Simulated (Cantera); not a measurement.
A Cantera script and its output.

```python
import numpy as np
import cantera as ct

gas = ct.Solution("gri30.yaml")


def delay(T, t_max=10):
    gas.TPX = T, 1000000, {'CH4': 1, 'CO': 0.097, 'O2': 4.27, 'N2': 16, 'C2H6': 0.13}
    reactor = ct.IdealGasReactor(gas, clone=False)
    net = ct.ReactorNet([reactor])
    net.rtol, net.atol = 1e-8, 1e-16
    while net.time < t_max:
        t_old, T_old = net.time, reactor.T
        net.step()
        if reactor.T > T + 400:  # ignition: a rise of 400 K
            return t_old + (T + 400 - T_old) / (reactor.T - T_old) * (net.time - t_old)
    return np.nan


taus = []
for T in [1073, 1123, 1173, 1223, 1273, 1323, 1373, 1423]:
    taus.append(delay(T))
    print(f"T0 = {T:6g} K   tau = {taus[-1]:.4e} s")
```

Output:

```
T0 =   1073 K   tau = 6.5912e-03 s
T0 =   1123 K   tau = 2.8189e-03 s
T0 =   1173 K   tau = 1.3092e-03 s
T0 =   1223 K   tau = 6.5724e-04 s
T0 =   1273 K   tau = 3.5410e-04 s
T0 =   1323 K   tau = 2.0272e-04 s
T0 =   1373 K   tau = 1.2201e-04 s
T0 =   1423 K   tau = 7.6456e-05 s
```

Cantera simulation using GRI-Mech 3.0 (53 species, 325 reactions); the numbers are that mechanism's predictions, not measurements.
